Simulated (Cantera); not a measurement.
Feed: 1 mol N2O, 0.051 mol H2O, 9 mol H2, held at 3323 K and 10.0 mbar.

Method: chemical equilibrium by Gibbs-energy minimisation in Cantera with the NASA 1993 tables (ideal gas, pure condensed phases). Candidate condensed phases: H2O; 24 gas species. Kinetics and transport are ignored.

Base state: H 0.845, N2 0.0519, O 0.0486, H2 0.0477, OH 0.00463, H2O 0.000629, NO 0.000601, O2 0.000249 (mole fractions); condensed: gas only.

**Question.** What changes in the equilibrium state with this change: H2 from 9 to 0.079 mol?

**Answer.** 
```csv
species,before,after
N2,0.0519,0.438
O,0.0486,0.413
H,0.845,0.109
O2,0.000249,0.0180
H2,0.0477,0.000795
NO,0.000601,0.0148
H2O,0.000629,8.91e-5
N,0.000208,0.000605
```
